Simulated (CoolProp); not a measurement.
Vapour-liquid equilibrium of R125 (1) + cyclopropane (2) at 41.95 °C; x and y are mole fractions of (1).

Values from CoolProp's multi-fluid Helmholtz-energy mixture model, Lemmon 2005 and Polt 1992; pair parameters Bell 2016. This equation is an older, rougher fit; its heat capacities, sound speeds and derivatives of the liquid may be far off and weren't checked against measurements.

```csv
x,"bubble pressure, mixture model (MPa)","bubble pressure, Raoult's law (MPa)","y, mixture model","y, Raoult's law"
0.05,1.306,1.165,0.159,0.090
0.125,1.527,1.239,0.303,0.212
0.2,1.690,1.313,0.393,0.320
0.275,[?],1.387,0.457,0.417
0.35,1.906,1.462,0.508,0.504
0.425,1.981,1.536,0.553,0.582
0.5,[?],1.610,0.597,0.654
0.575,2.092,1.684,0.642,0.718
0.65,2.131,1.758,0.690,0.778
0.725,2.156,1.832,0.742,0.833
0.8,[?],1.906,0.801,0.883
0.875,2.159,1.981,0.868,0.930
0.95,2.133,2.055,0.944,0.973
```

Q: Some entries are withheld; supply them.

A: 
- 0.275, bubble pressure, mixture model (MPa): 1.812
- 0.5, bubble pressure, mixture model (MPa): 2.042
- 0.8, bubble pressure, mixture model (MPa): 2.166

The largest gap from Raoult's law is +30.6 % in bubble pressure, at x = 0.275. y crosses x between x = 0.8 and 0.875: the model has an azeotrope there.

Pair parameters are fitted to limited data, so mixtures are less certain than the pure fluids.
